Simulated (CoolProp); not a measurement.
Carbon monoxide along the isobar 10.3 MPa: density (kg/m³) from the reference equation and from simpler models built on Tc = 132.9 K, pc = 3.498 MPa, ω = 0.050; each cubic takes its own stable root.

Model: reference Helmholtz-energy equation of state, Lemmon 2006, in CoolProp. It is a short technical equation, of lower accuracy than the large ones.

```tsv
T (K)	phase	reference
74.4	liquid	842.8
78	liquid	829.4
81.6	liquid	815.9
85.3	liquid	801.7
88.9	liquid	787.7
92.6	liquid	773.1
96.2	liquid	758.5
99.8	liquid	743.6
103.5	liquid	727.8
107.1	liquid	712.1
110.8	liquid	695.4
114.4	liquid	678.6
118.1	liquid	660.6
121.7	liquid	642.5
125.3	liquid	623.6
```

### Question
How far does each simpler model (Redlich-Kwong, Peng-Robinson) lie from the reference over these 15 states: mean and median of the absolute difference, and the worst?

### Answer
- Redlich-Kwong: mean 0.9 %, median 0.8 %, worst -2.5 % at 125.3 K and 10.3 MPa
- Peng-Robinson: mean 12.0 %, median 12.6 %, worst +12.9 % at 85.3 K and 10.3 MPa
